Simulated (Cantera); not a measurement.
Premixed flame

A freely propagating, adiabatic, planar premixed flame of CO : H2 : O2 : N2 = 1 : 0.27 : 0.69 : 2.62 (molar parts), equivalence ratio 0.92, unburnt at 523 K and 0.132 atm; multicomponent transport, grid criteria slope 0.08 and curve 0.16, no radiation.

Cantera simulation using GRI-Mech 3.0 (53 species, 325 reactions); the numbers are that mechanism's predictions, not measurements. Burning velocities carry a grid error of a few per cent, more on coarse grids.

| z (mm) | T (K) | u (m/s) | x CO | x H2 | x O2 | x OH | x CO2 | x H2O2 |
|---|---|---|---|---|---|---|---|---|
| -28.0 | 523 | 1.91 | 0.218 | 0.0590 | 0.151 | <1e-8 | <1e-8 | <1e-8 |
| -18.7 | 523 | 1.91 | 0.218 | 0.0590 | 0.151 | <1e-8 | <1e-8 | <1e-8 |
| -14.0 | 523 | 1.91 | 0.218 | 0.0590 | 0.151 | <1e-8 | <1e-8 | <1e-8 |
| -9.34 | 523 | 1.91 | 0.218 | 0.0589 | 0.151 | <1e-8 | <1e-8 | <1e-8 |
| -4.67 | 524 | 1.91 | 0.218 | 0.0585 | 0.151 | 5.01e-7 | 1.77e-5 | 5.76e-7 |
| -2.34 | 616 | 2.24 | 0.215 | 0.0525 | 0.148 | 0.000142 | 0.00424 | 3.91e-6 |
| 0 | 1020 | 3.64 | 0.185 | 0.0213 | 0.119 | 0.00118 | 0.0365 | 3.89e-7 |
| 2.34 | 1335 | 4.67 | 0.124 | 0.00581 | 0.0734 | 0.00333 | 0.103 | 2.59e-7 |
| 4.67 | 1485 | 5.12 | 0.0927 | 0.00644 | 0.0585 | 0.00490 | 0.138 | 1.88e-7 |
| 9.34 | 1626 | 5.54 | 0.0839 | 0.00684 | 0.0537 | 0.00643 | 0.150 | 1.22e-7 |
| 18.7 | 1766 | 5.96 | 0.0825 | 0.00638 | 0.0520 | 0.00761 | 0.154 | 6.93e-8 |
| 37.4 | 1909 | 6.37 | 0.0775 | 0.00553 | 0.0492 | 0.00832 | 0.161 | 3.76e-8 |
| 74.7 | 2043 | 6.76 | 0.0695 | 0.00451 | 0.0454 | 0.00843 | 0.172 | 2.19e-8 |
x: mole fraction of selected species; z is measured from the peak of heat release.

```json
{
  "laminar_burning_velocity": "191 cm/s",
  "thermal_thickness": "9.34 mm",
  "peak x(OH)": "0.00846",
  "peak x(H2O2)": "4.54e-6",
  "grid_points": "171"
}
```
